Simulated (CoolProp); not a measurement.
Vapour-liquid equilibrium of n-perfluorobutane (1) + R365MFC (2) at 278.6 K; x and y are mole fractions of (1).

Computed with CoolProp (multi-fluid Helmholtz-energy mixture model, Gao 2022 and Lemmon 2016; pair parameters Bell 2016).

Question: Give the bubble pressure and the first vapour's composition at x = 0.05, 0.75, 0.95. Is there an azeotrope?

Answer: x = 0.05: 53.71 kPa, y = 0.565; x = 0.75: 125.8 kPa, y = 0.876; x = 0.95: 134.1 kPa, y = 0.963. No azeotrope shows between x = 0.05 and 0.95.

The pair parameters rest on a limited set of measurements; away from them the model extrapolates. With so large a gap from Raoult's law the liquid may split in two, which this calculation doesn't test in full.
